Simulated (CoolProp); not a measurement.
Properties of isobutene along the isotherm -40.05 °C (Tc = 144.9 °C, pc = 4016 kPa, ω = 0.193).

The numbers come from the reference Helmholtz-energy equation of state, Lemmon 2005 in CoolProp. It is a short technical equation, of lower accuracy than the large ones.

```tsv
p (kPa)	phase	Z	cv (kJ/(kg K))	Joule-Thomson coefficient (K/MPa)	isothermal compressibility (1/MPa)	expansivity (1/kK)	fugacity coefficient
125	liquid	0.005459	1.459	-0.4488	0.001418	1.609	0.1775
251	liquid	0.01096	1.459	-0.4491	0.001416	1.607	0.08889
376	liquid	0.01642	1.459	-0.4494	0.001413	1.606	0.05966
502	liquid	0.02191	1.459	-0.4497	0.001410	1.604	___
627	liquid	0.02736	1.459	-0.4500	0.001407	1.602	0.03617
753	liquid	0.03286	1.459	-0.4503	0.001405	___	0.03029
878	liquid	0.03830	1.459	-0.4506	0.001402	1.598	0.02612
1000	liquid	0.04362	1.459	-0.4509	0.001399	1.596	0.02305
1130	liquid	0.04928	1.459	-0.4512	___	1.594	0.02052
1250	liquid	0.05450	1.459	-0.4515	0.001394	1.592	0.01864
1380	liquid	0.06016	1.459	-0.4518	0.001391	1.591	0.01698
1510	liquid	0.06582	1.459	-0.4521	___	1.589	0.01561
1630	liquid	0.07104	1.459	-0.4524	0.001386	1.587	___
1760	liquid	0.07669	1.459	-0.4527	0.001383	1.585	0.01354
1880	liquid	___	1.459	-0.4530	0.001381	1.583	0.01274
2010	liquid	0.08755	1.459	-0.4533	0.001378	1.581	0.01198
```

Question: Complete the blanks.

Answer: 
- 502, fugacity coefficient: 0.04493
- 753, expansivity (1/kK): 1.600
- 1130, isothermal compressibility (1/MPa): 0.001396
- 1510, isothermal compressibility (1/MPa): 0.001388
- 1630, fugacity coefficient: 0.01454
- 1880, Z: 0.08190
